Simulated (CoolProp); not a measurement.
Vapour-liquid equilibrium of ethylene (1) + propylene (2) at 0.0415 MPa; x and y are mole fractions of (1).

Computed with CoolProp (multi-fluid Helmholtz-energy mixture model, Smukala 2000 and Lemmon 2013; pair parameters Bell 2016).

```csv
x,bubble temperature (°C),y at the bubble point,dew temperature at overall composition x (°C),liquid density (mol/L)
0.05,-76.5,0.496,-66.4,15.48
0.125,-87.6,0.776,-67.8,16.06
0.2,-94.7,0.878,-69.3,16.54
0.275,-99.6,0.925,-70.9,16.97
0.35,-103.3,0.950,-72.6,17.38
0.425,-106.1,0.965,-74.5,17.78
0.5,-108.4,0.975,-76.6,18.18
0.575,-110.3,0.982,-79.0,18.57
0.65,-111.9,0.987,-81.7,18.97
0.725,-113.3,0.991,-85.0,19.37
0.8,-114.6,0.994,-89.0,19.78
0.875,-115.8,0.996,-94.4,20.20
0.95,-116.8,0.999,-103.2,20.63
```

No azeotrope shows between x = 0.05 and 0.95.

The pair parameters rest on a limited set of measurements; away from them the model extrapolates.
